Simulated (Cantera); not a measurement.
# Diamond growth

A diamond (100) surface in a fixed gas of H2 with x(CH4) = 0.015, x(CH3) = 0.00037, at 1148 K, 97.5 Torr; coverages are run to steady state.

Cantera simulation using the Harris–Goodwin 1993 mechanism for the reconstructed diamond (100) surface; the numbers are that mechanism's predictions, not measurements.

```
x(H)     growth (µm/h)  θ c6HH  θ c6H*  θ c6*H   θ c6**    θ c6HM
-------  -------------  ------  ------  ------  -------  --------
0.0001            1.51   0.575  0.0241   0.344  0.00420    0.0298
0.00026           4.34   0.504  0.0279   0.397  0.00914    0.0356
0.00067           10.3   0.472  0.0298   0.424   0.0148    0.0356
0.0017            19.8   0.464  0.0310   0.440   0.0191    0.0283
0.0044            30.3   0.465  0.0319   0.453   0.0219    0.0173
0.011             37.9   0.469  0.0327   0.461   0.0233   0.00873
0.03              42.4   0.472  0.0336   0.465   0.0240   0.00360
0.077             44.5   0.473  0.0350   0.465   0.0246   0.00147
0.2               46.3   0.473  0.0384   0.462   0.0255  0.000589
```
θ: site fractions in the mechanism's names (c6HH fully hydrogenated, c6H* and c6*H radical sites, c6** diradical, c6HM methylated).
